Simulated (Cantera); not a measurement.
Input (Python, Cantera) and output of one run.

```python
import numpy as np
import cantera as ct

gas_names = """
    CL CL2 H HCL H2 Ti TiCL TiCL2 TiCL3 TiCL4
""".split()
cond_names = """
    Ti(a) Ti(b) Ti(L) TiCL2(s) TiCL3(s) TiCL4(L)
""".split()


# ... load() reads the species with a 1 bar reference pressure and builds the phases ...
atoms = {
    'TiCl4': {'Ti': 1, 'CL': 4},
    'H2': {'H': 2},
}
top_T = {'TiCL2(s)': 1300, 'TiCL3(s)': 1000}  # K; cautious upper limits of use, not melting points


# ... equilibrate(T, P, feed) seeds the gas with the atoms and calls Mixture.equilibrate('TP', solver="vcs", rtol=1e-11, max_steps=5000) ...
results = []
feed = {'TiCl4': 1, 'H2': 9.9}  # mol
T = 1275  # K
P = 13332.2  # Pa
mix = equilibrate(T, P, feed)
results.append((T, P, feed, dict(zip(mix.species_names, mix.species_moles))))
print(gas.report(threshold=1e-05))
for i in range(1, mix.n_phases):
    print(f"{mix.phase(i).name:16s} {mix.phase_moles(i):12.5e} mol")
```

It prints:

```
       temperature   1275 K
          pressure   13332 Pa
           density   0.023443 kg/m^3
  mean mol. weight   18.64 kg/kmol
   phase of matter   gas

                          1 kg             1 kmol
                     ---------------   ---------------
          enthalpy       -1.3596e+06       -2.5342e+07  J
   internal energy       -1.9283e+06       -3.5943e+07  J
           entropy             12019        2.2403e+05  J/K
    Gibbs function       -1.6683e+07       -3.1098e+08  J
 heat capacity c_p            1980.8             36922  J/K
 heat capacity c_v            1534.7             28607  J/K

                      mass frac. Y      mole frac. X     chem. pot. / RT
                     ---------------   ---------------   ---------------
               HCL            0.1203          0.061506            -38.44
                H2          0.091884           0.84957            -20.32
             TiCL2        0.00056645        8.8902e-05            -72.17
             TiCL3           0.50739          0.061329           -100.45
             TiCL4           0.27986          0.027504           -128.73
     [   +5 minor]        3.1865e-07        1.9753e-06

Ti(b)             0.00000e+00 mol
TiCL2(s)          0.00000e+00 mol
TiCL4(L)          0.00000e+00 mol
```

These are equilibrium values from Cantera (NASA tables, ideal gas, pure condensed phases), not measurements of a reactor. The tables' values for TiCl2 are old estimates; treat these amounts as uncertain.
